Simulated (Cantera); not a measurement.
An adiabatic, constant-volume homogeneous reactor starts with 5.10 % CH4, 20.0 % O2, 74.9 % N2, equivalence ratio 0.51, at 1475 K and 3.30 bar.

Cantera simulation using GRI-Mech 3.0 (53 species, 325 reactions); the numbers are that mechanism's predictions, not measurements.

x: mole fraction; the columns are a selection and need not sum to one.

```csv
t (s),T (K),P (bar),x CH4,x O2,x CH2CO,x CH3,x O,x CO2
1.00e-6,1475,3.30,0.0510,0.200,<1e-12,1.55e-7,?,<1e-12
3.55e-6,1475,3.30,0.0510,0.200,<1e-12,6.12e-7,?,<1e-12
1.26e-5,1475,3.30,0.0510,0.200,<1e-12,2.56e-6,?,3.39e-11
4.47e-5,1475,3.30,0.0509,0.200,2.33e-12,1.46e-5,?,2.71e-9
0.000159,1476,3.30,0.0506,0.200,1.36e-8,0.000104,?,5.39e-7
0.000563,2655,5.99,<1e-12,0.0949,<1e-12,<1e-12,?,0.0457
0.00200,2635,5.94,<1e-12,0.0900,<1e-12,<1e-12,0.00337,0.0460
0.00710,2624,5.92,<1e-12,0.0872,<1e-12,<1e-12,0.00317,0.0461
0.0252,2624,5.91,<1e-12,0.0871,<1e-12,<1e-12,0.00316,0.0461
0.0894,2624,5.91,<1e-12,0.0871,<1e-12,<1e-12,0.00316,0.0461
0.317,2624,5.91,<1e-12,0.0871,<1e-12,<1e-12,0.00316,0.0461
1.13,2624,5.91,<1e-12,0.0871,<1e-12,<1e-12,0.00316,0.0461
4.00,2624,5.91,<1e-12,0.0871,<1e-12,<1e-12,0.00316,0.0461
```

Question: Fill in the missing entries.

Answer: 
- 1.00e-6, x O: 2.79e-9
- 3.55e-6, x O: 3.90e-9
- 1.26e-5, x O: 8.21e-9
- 4.47e-5, x O: 3.54e-8
- 0.000159, x O: 2.85e-7
- 0.000563, x O: 0.00377
